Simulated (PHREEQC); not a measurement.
Consider water at 20 °C with 0.052 mol CaCl2, 0.00078 mol Na2SO4 and 0.00033 mol MgSO4 per kg of water. It is in equilibrium with CO2 at log p = -3.4 (atm). Otherwise closed; pH follows from the charge balance.

Equilibrium calculation in PHREEQC: ion-association model, phreeqc.dat.

```
quantity                    before     after
------------------------  --------  --------
pH                            5.54      5.40
ionic strength (mol/kgw)     0.158    0.0779
SO4-2 (mol/kgw)           0.000567  0.000668
HCO3- (mol/kgw)            2.97e-6   2.02e-6
HSO4- (mol/kgw)            5.98e-8   1.18e-7
CO3-2 (mol/kgw)           9.92e-11  4.11e-11
```

**Question.** Which change was made?
(A) MgSO4 from 0.00033 to 0.000165 mol/kgw
(B) diluted 10-fold with water
(C) Na2SO4 left out
(D) Na2SO4 from 0.00078 to 7.8e-05 mol/kgw
(E) CaCl2 replaced by CdCl2 at the same molality

**Answer.** E, CaCl2 replaced by CdCl2 at the same molality

Precipitation was switched off in this run.
